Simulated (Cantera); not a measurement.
An isothermal, constant-pressure homogeneous reactor starts with 0.448 % CH4, 97.3 % H2, 2.04 % CO2, 0.204 % H2O, at 2575 K and 10.5 Torr.

Detailed kinetics in Cantera: GRI-Mech 3.0 (53 species, 325 reactions). Radical loss at walls, strong at low pressure, is not modelled.

x: mole fraction; the columns are a selection and need not sum to one.

```json
[
 {"t (s)": "0.000100", "x CH4": "0.00436", "x H2": "0.972", "x CO2": "0.0204", "x OH": "1.66e-6", "x C2H6": "[?]", "x C2H": "<1e-12"},
 {"t (s)": "0.000351", "x CH4": "0.00418", "x H2": "0.969", "x CO2": "0.0196", "x OH": "6.29e-6", "x C2H6": "[?]", "x C2H": "1.51e-10"},
 {"t (s)": "0.00123", "x CH4": "0.00363", "x H2": "0.955", "x CO2": "0.0129", "x OH": "3.28e-5", "x C2H6": "[?]", "x C2H": "2.29e-8"},
 {"t (s)": "0.00433", "x CH4": "0.00185", "x H2": "0.926", "x CO2": "0.000230", "x OH": "0.000150", "x C2H6": "[?]", "x C2H": "1.53e-6"},
 {"t (s)": "0.0152", "x CH4": "0.000241", "x H2": "0.910", "x CO2": "7.29e-5", "x OH": "0.000230", "x C2H6": "8.43e-10", "x C2H": "4.47e-6"},
 {"t (s)": "0.0534", "x CH4": "1.28e-5", "x H2": "0.888", "x CO2": "7.05e-5", "x OH": "0.000304", "x C2H6": "3.32e-12", "x C2H": "3.99e-7"},
 {"t (s)": "0.187", "x CH4": "6.39e-12", "x H2": "0.832", "x CO2": "6.93e-5", "x OH": "0.000555", "x C2H6": "<1e-12", "x C2H": "<1e-12"},
 {"t (s)": "0.658", "x CH4": "<1e-12", "x H2": "0.741", "x CO2": "6.74e-5", "x OH": "0.000982", "x C2H6": "<1e-12", "x C2H": "<1e-12"},
 {"t (s)": "2.31", "x CH4": "<1e-12", "x H2": "0.714", "x CO2": "6.68e-5", "x OH": "0.00111", "x C2H6": "<1e-12", "x C2H": "<1e-12"},
 {"t (s)": "8.11", "x CH4": "<1e-12", "x H2": "0.714", "x CO2": "6.68e-5", "x OH": "0.00111", "x C2H6": "<1e-12", "x C2H": "<1e-12"},
 {"t (s)": "28.5", "x CH4": "<1e-12", "x H2": "0.714", "x CO2": "6.68e-5", "x OH": "0.00111", "x C2H6": "<1e-12", "x C2H": "<1e-12"},
 {"t (s)": "100", "x CH4": "<1e-12", "x H2": "0.714", "x CO2": "6.68e-5", "x OH": "0.00111", "x C2H6": "<1e-12", "x C2H": "<1e-12"}
]
```

**Question.** Some entries are withheld; supply them.

**Answer.** 
- 0.000100, x C2H6: 1.33e-9
- 0.000351, x C2H6: 7.75e-9
- 0.00123, x C2H6: 3.51e-8
- 0.00433, x C2H6: 3.07e-8
